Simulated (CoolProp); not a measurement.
Properties of nitrous oxide along the isobar 679 kPa (Tc = 36.4 °C, pc = 7245 kPa, ω = 0.161).

Computed with CoolProp (reference Helmholtz-energy equation of state, Lemmon 2006). It is a short technical equation, of lower accuracy than the large ones.

```json
[
 {"T (°C)": "-67.65", "phase": "liquid", "Z": "0.01498", "isothermal compressibility (1/MPa)": "0.001588"},
 {"T (°C)": "-56.05", "phase": "liquid", "Z": "0.01465", "isothermal compressibility (1/MPa)": "0.001970"},
 {"T (°C)": "-44.55", "phase": "gas", "Z": "0.9069", "isothermal compressibility (1/MPa)": "1.644"},
 {"T (°C)": "-33.05", "phase": "gas", "Z": "0.9224", "isothermal compressibility (1/MPa)": "1.608"},
 {"T (°C)": "-21.55", "phase": "gas", "Z": "0.9341", "isothermal compressibility (1/MPa)": "1.584"},
 {"T (°C)": "-9.95", "phase": "gas", "Z": "0.9435", "isothermal compressibility (1/MPa)": "1.566"},
 {"T (°C)": "1.55", "phase": "gas", "Z": "0.9510", "isothermal compressibility (1/MPa)": "1.552"},
 {"T (°C)": "13.05", "phase": "gas", "Z": "0.9572", "isothermal compressibility (1/MPa)": "1.541"},
 {"T (°C)": "24.65", "phase": "gas", "Z": "0.9624", "isothermal compressibility (1/MPa)": "1.532"},
 {"T (°C)": "36.15", "phase": "gas", "Z": "0.9668", "isothermal compressibility (1/MPa)": "1.524"},
 {"T (°C)": "47.65", "phase": "gas", "Z": "0.9706", "isothermal compressibility (1/MPa)": "1.518"},
 {"T (°C)": "59.25", "phase": "gas", "Z": "0.9738", "isothermal compressibility (1/MPa)": "1.513"},
 {"T (°C)": "70.75", "phase": "gas", "Z": "0.9766", "isothermal compressibility (1/MPa)": "1.508"}
]
```
